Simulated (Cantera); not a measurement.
Feed: 1 mol Si, a varied amount of HF, 40 mol H₂, held at 500 K and 0.000860 bar.

Method: chemical equilibrium by Gibbs-energy minimisation in Cantera with the NASA 1993 tables (ideal gas, pure condensed phases). Candidate condensed phases: Si; 25 gas species. Rates play no part.

Q: At 18 mol HF, list the 3 most abundant gas species with their mole fractions, and the condensed phases.

A: H₂ 0.737, HF 0.246, SiF₄ 0.0175. Condensed: gas only.
